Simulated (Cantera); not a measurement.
Input: 1 mol Cu, 1 mol HF, held at 1348.15 K and 1.33 mbar.

These are equilibrium values from Cantera (NASA tables, ideal gas, pure condensed phases), not measurements of a reactor. Candidate condensed phases: Cu, CuF2; 15 gas species. The numbers say what is thermodynamically allowed, not how fast it happens.

Base state: HF 0.997, CuF 0.00146, H2 0.000732, Cu 0.000352 (mole fractions); condensed: Cu(s).

### Question
What changes in the equilibrium state with this change: pressure from 1.33 mbar to 62.0 Pa?

### Answer
| species | before | after |
|---|---|---|
| HF | 0.997 | 0.996 |
| CuF | 0.00146 | 0.00189 |
| H2 | 0.000732 | 0.000944 |
| Cu | 0.000352 | 0.000758 |
| Cu(s), mol | 0.998 | 0.997 |

### Question
What changes in the equilibrium state with this change: temperature from 1348.15 K to 1125 K?

### Answer
```csv
species,before,after
HF,0.997,1.000
CuF,0.00146,7.28e-5
H2,0.000732,3.64e-5
Cu,0.000352,1.00e-6
"Cu(s), mol",0.998,1.000
```
